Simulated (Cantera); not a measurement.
Mixture: CO : H2 : O2 : N2 : CO2 = 1 : 0.45 : 0.942 : 5.18 : 0.16 (molar parts), equivalence ratio 0.77, at 100000 Pa, adiabatic and at constant volume. Ignition delay is the time to a rise of 400 K.

Cantera simulation using GRI-Mech 3.0 (53 species, 325 reactions); the numbers are that mechanism's predictions, not measurements. Where the delays flatten at high temperature, the 400 K rule measures the pace of heat release, not the induction time.

### Question
Predict: delay at 1425 K; delay at 1500 K; delay at 1575 K; delay at 1650 K; delay at 1725 K.

### Answer
```json
{
  "delay at 1425 K": "55.2 µs",
  "delay at 1500 K": "52.2 µs",
  "delay at 1575 K": "51.8 µs",
  "delay at 1650 K": "53.6 µs",
  "delay at 1725 K": "57.2 µs"
}
```
